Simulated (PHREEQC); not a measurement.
Make-up at 25 °C: 4.7 mol NaBr and 0.024 mol K2SO4 per kg of water. Closed to the air; pH follows from the charge balance.

The numbers come from PHREEQC with the Pitzer model, pitzer.dat.

Precipitation was switched off in this run.

Estimate the activity of water, osmotic coefficient.

activity of water 0.807; osmotic coefficient 1.260.
